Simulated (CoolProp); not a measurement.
Sulfur dioxide at 293.15 K and 0.192 MPa is throttled through a valve to 0.0787 MPa with no heat exchange. Each further row changes one setting.

Values from CoolProp's reference Helmholtz-energy equation of state, Gao 2016.

```tsv
case	temperature change (K)	final density (kg/m³)
as stated	-4.7	___
outlet pressure 0.0236 MPa	-7.1	0.639
outlet pressure 0.102 MPa	___	___
```

**Question.** Some entries are withheld; supply them.

**Answer.** 
- as stated, final density (kg/m³): 2.13
- outlet pressure 0.102 MPa, temperature change (K): -3.7
- outlet pressure 0.102 MPa, final density (kg/m³): 2.77
